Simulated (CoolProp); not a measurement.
Vapour-liquid equilibrium of CHF3 (R23) (1) + R152A (2) at 734 kPa; x and y are mole fractions of (1).

Values from CoolProp's multi-fluid Helmholtz-energy mixture model, Penoncello 2003 and Outcalt 1996; pair parameters Bell 2016.

```
x     bubble temperature, mixture model (K)  bubble temperature, Raoult's law (K)  y, mixture model  y, Raoult's law
----  -------------------------------------  ------------------------------------  ----------------  ---------------
0.05                                      …                                 295.0                 …            0.297
0.2                                       …                                 274.3             0.597            0.701
0.35                                      …                                 261.3             0.792            0.851
0.5                                   255.2                                 252.2                 …            0.921
0.65                                      …                                 245.3                 …            0.959
0.8                                   240.9                                 239.9             0.975            0.982
0.95                                  235.7                                 235.5                 …            0.996
```

### Question
Some entries are withheld; supply them.

### Answer

- 0.05, bubble temperature, mixture model (K): 298.1
- 0.05, y, mixture model: 0.201
- 0.2, bubble temperature, mixture model (K): 279.6
- 0.35, bubble temperature, mixture model (K): 265.7
- 0.5, y, mixture model: 0.891
- 0.65, bubble temperature, mixture model (K): 247.2
- 0.65, y, mixture model: 0.944
- 0.95, y, mixture model: 0.995

The largest gap from Raoult's law is +5.3 K in bubble temperature, at x = 0.2. No azeotrope shows between x = 0.05 and 0.95.

Pair parameters are fitted to limited data, so mixtures are less certain than the pure fluids.
